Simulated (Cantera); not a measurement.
Input (Python, Cantera) and output of one run.

```python
import numpy as np
import cantera as ct

gas_names = """
    AL ALH ALO ALOH ALO2 ALO2H AL2 AL2O AL2O2 H HALO HO2 H2 H2O H2O2 O OH O2 O3
""".split()
cond_names = """
    AL(cr) AL(L) AL2O3(a) AL2O3(L) H2O(s) H2O(L)
""".split()


# ... load() reads the species with a 1 bar reference pressure and builds the phases ...
atoms = {
    'Al': {'AL': 1},
    'O2': {'O': 2},
    'H2': {'H': 2},
}
top_T = {}  # K; cautious upper limits of use, not melting points


# ... equilibrate(T, P, feed) seeds the gas with the atoms and calls Mixture.equilibrate('TP', solver="vcs", rtol=1e-11, max_steps=5000) ...
results = []
feed = {'Al': 1, 'O2': 0.34, 'H2': 720}  # mol
P = 900  # Pa
for T in [898, 973, 1048, 1123, 1198, 1273, 1348, 1423, 1498]:
    mix = equilibrate(T, P, feed)
    results.append((T, P, feed, dict(zip(mix.species_names, mix.species_moles))))

top = {s: max(r[3][s] / sum(r[3][g] for g in gas_names) for r in results) for s in gas_names}
cols = sorted((s for s in top if top[s] > 1e-06), key=lambda s: -top[s])[:5]
seen = [c for c in cond_names if any(r[3].get(c, 0) > 1e-12 for r in results)]
print("log10 of partial pressures in bar; condensed amounts in mol")
print(f"{'T/K':>10s}" + "".join(f"{s[:9]:>10s}" for s in cols + seen))
for T, P, feed, n in results:
    ng = sum(n[g] for g in gas_names)
    print(f"{T:10.4g}" + "".join(f"{np.log10(max(n[s] / ng * P / 1e5, 1e-99)):10.3f}" for s in cols)
          + "".join(f"{n.get(c, 0):10.4g}" for c in seen))
```

Output:

```
log10 of partial pressures in bar; condensed amounts in mol
       T/K        H2        AL      AL2O         H       ALH    AL(cr)     AL(L)  AL2O3(a)
       898    -2.046   -12.182   -14.010   -10.984   -11.426    0.5467         0    0.2267
       973    -2.046   -10.750   -12.237    -9.989   -10.319         0    0.5467    0.2267
      1048    -2.046    -9.546   -10.752    -9.135    -9.394         0    0.5466    0.2267
      1123    -2.046    -8.506    -9.471    -8.394    -8.596         0    0.5462    0.2267
      1198    -2.046    -7.598    -8.355    -7.744    -7.900         0    0.5432    0.2265
      1273    -2.046    -6.800    -7.376    -7.170    -7.289         0    0.5254    0.2255
      1348    -2.046    -6.092    -6.509    -6.659    -6.747         0    0.4345    0.2184
      1423    -2.046    -5.460    -5.738    -6.201    -6.264         0   0.03058    0.1779
      1498    -2.046    -5.408    -5.733    -5.788    -6.346         0         0    0.1773
```

These are equilibrium values from Cantera (NASA tables, ideal gas, pure condensed phases), not measurements of a reactor. Mutual solubility and eutectic melting of coexisting phases are not modelled.
